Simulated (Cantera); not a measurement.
What does this Cantera script print?

```python
import numpy as np
import cantera as ct

gas = ct.Solution("h2o2.yaml")
gas.TPX = 1150, 500000, {'H2': 1.8, 'O2': 0.385, 'N2': 2.54}
reactor = ct.IdealGasConstPressureReactor(gas, energy="on", clone=False)
net = ct.ReactorNet([reactor])
net.rtol, net.atol = 1e-08, 1e-16
show = ['H2', 'O2', 'OH', 'H2O', 'HO2', 'H']
times = np.geomspace(1e-06, 5, 13)

steps = ct.SolutionArray(gas, extra=["t"])
rows = []
print(f"{'t/s':>10s}{'T/K':>9s}{'P/Pa':>11s}" + "".join(f"{s:>11s}" for s in show))
for t in times:
    while net.time < t:
        t_next = net.step()
        steps.append(gas.state, t=t_next)
    rows.append([np.interp(t, steps.t, y) for y in (steps.T, steps.P, *steps(*show).X.T)])
    print(f"{t:10.3e}{rows[-1][0]:9.1f}{rows[-1][1]:11.4g}" + "".join(f"{x:11.3e}" for x in rows[-1][2:]))
rate = np.gradient(steps.T, steps.t)
print("integrator steps:", len(steps.t))
if steps.T.max() > steps.T[0] + 200:
    print(f"time of steepest temperature rise: {steps.t[rate.argmax()]:.4e} s")
gas.TPX = 1150, 500000, {'H2': 1.8, 'O2': 0.385, 'N2': 2.54}
gas.equilibrate("HP")
print(f"equilibrium (HP): T = {gas.T:.1f} K  " + "  ".join(f"{s} {gas[s].X[0]:.3e}" for s in show))
```

Result:

```
       t/s      T/K       P/Pa         H2         O2         OH        H2O        HO2          H
 1.000e-06   1150.0      5e+05  3.810e-01  8.148e-02  9.475e-11  1.779e-09  5.964e-09  3.579e-09
 3.616e-06   1150.0      5e+05  3.810e-01  8.148e-02  3.869e-10  2.672e-08  4.091e-08  1.377e-08
 1.308e-05   1150.0      5e+05  3.810e-01  8.148e-02  2.116e-09  4.566e-07  4.812e-07  7.385e-08
 4.729e-05   1150.3      5e+05  3.809e-01  8.142e-02  1.631e-07  4.626e-05  3.384e-05  4.741e-06
 1.710e-04   2304.0      5e+05  2.348e-01  2.231e-06  5.329e-04  1.764e-01  6.151e-09  4.384e-03
 6.184e-04   2317.8      5e+05  2.360e-01  6.064e-07  2.883e-04  1.769e-01  1.202e-09  2.333e-03
 2.236e-03   2317.9      5e+05  2.360e-01  6.006e-07  2.870e-04  1.769e-01  1.187e-09  2.323e-03
 8.086e-03   2317.9      5e+05  2.360e-01  6.006e-07  2.870e-04  1.769e-01  1.187e-09  2.323e-03
 2.924e-02   2317.9      5e+05  2.360e-01  6.006e-07  2.870e-04  1.769e-01  1.187e-09  2.323e-03
 1.057e-01   2317.9      5e+05  2.360e-01  6.006e-07  2.870e-04  1.769e-01  1.187e-09  2.323e-03
 3.824e-01   2317.9      5e+05  2.360e-01  6.006e-07  2.870e-04  1.769e-01  1.187e-09  2.323e-03
 1.383e+00   2317.9      5e+05  2.360e-01  6.006e-07  2.870e-04  1.769e-01  1.187e-09  2.323e-03
 5.000e+00   2317.9      5e+05  2.360e-01  6.006e-07  2.870e-04  1.769e-01  1.187e-09  2.323e-03
integrator steps: 1400
time of steepest temperature rise: 7.0664e-05 s
equilibrium (HP): T = 2317.9 K  H2 2.360e-01  O2 6.006e-07  OH 2.870e-04  H2O 1.769e-01  HO2 1.187e-09  H 2.323e-03
```

Computed with Cantera and the H2/O2 subset of GRI-Mech 3.0, which has no nitrogen chemistry. The hydrogen kinetics of GRI-Mech 3.0 are dated; newer H2 mechanisms differ, most at raised pressure.
